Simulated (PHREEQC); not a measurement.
Synthetic water in mmol/kgw, 40 °C, pH 6.65, pe 0.7: Na 0.0078; K 0.000207; Ca 0.00308; Mg 0.0112; Cl 0.017; S(6) 0.00536; Alkalinity (meq/kgw) 0.00835; Mn(2) 8.5e-05; Li 4.86e-05; Sr 2.06e-05; Ba 0.0009.

Cl is adjusted to close the charge balance.
Valence states are taken as typed.

Computed with PHREEQC (ion-association model, phreeqc.dat).

The ionic strength is 5.94e-5 mol/kgw.

```tsv
species	molality	activity	log γ
Cl-	1.96e-5	1.94e-5	-0.004
Mg+2	1.12e-5	1.08e-5	-0.016
HCO3-	8.44e-6	8.36e-6	-0.004
Na+	7.80e-6	7.73e-6	-0.004
SO4-2	5.33e-6	5.14e-6	-0.016
CO2	3.71e-6	3.71e-6	0.000
Ca+2	3.08e-6	2.97e-6	-0.016
Ba+2	8.98e-7	8.65e-7	-0.016
H+	2.26e-7	2.24e-7	-0.004
K+	2.07e-7	2.05e-7	-0.004
OH-	1.32e-7	1.31e-7	-0.004
Mn+2	8.48e-8	8.17e-8	-0.016
Li+	4.86e-8	4.82e-8	-0.004
Sr+2	2.06e-8	1.98e-8	-0.016
MgSO4	1.88e-8	1.88e-8	0.000
CaSO4	3.02e-9	3.02e-9	0.000
```

This is a speciation only: nothing precipitates in the calculation. Constants without temperature data keep their 25 °C values here.
